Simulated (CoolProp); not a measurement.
Octamethyltrisiloxane (MDM) along the isobar 101 kPa: Z from the reference equation and from simpler models built on Tc = 565.4 K, pc = 1438 kPa, ω = 0.528; each cubic takes its own stable root.

Values from CoolProp's reference Helmholtz-energy equation of state, Thol 2017.

```csv
T (K),phase,reference,van der Waals,Redlich-Kwong,Peng-Robinson
340.4,liquid,0.01093,0.9279,0.01287,0.01072
347,liquid,0.01082,0.9311,0.01275,0.01059
353.5,liquid,0.01072,(withheld),0.01264,0.01047
360.1,liquid,0.01062,0.9370,0.01253,0.01036
366.6,liquid,0.01053,0.9396,0.01244,0.01026
373.1,liquid,0.01045,0.9421,0.01235,0.01016
379.7,liquid,0.01037,0.9445,(withheld),0.01007
386.2,liquid,0.01030,0.9467,(withheld),(withheld)
392.8,liquid,0.01023,0.9488,0.9300,0.009924
399.3,liquid,0.01017,(withheld),0.9333,0.009862
405.8,liquid,0.01012,(withheld),0.9363,0.009807
```

### Question
What belongs in the gaps?

### Answer

- 353.5, van der Waals: 0.9341
- 379.7, Redlich-Kwong: 0.01228
- 386.2, Redlich-Kwong: 0.9265
- 386.2, Peng-Robinson: 0.009996
- 399.3, van der Waals: 0.9508
- 405.8, van der Waals: 0.9526

At some of these states van der Waals, Redlich-Kwong gives the other phase, because its saturation line lies elsewhere.
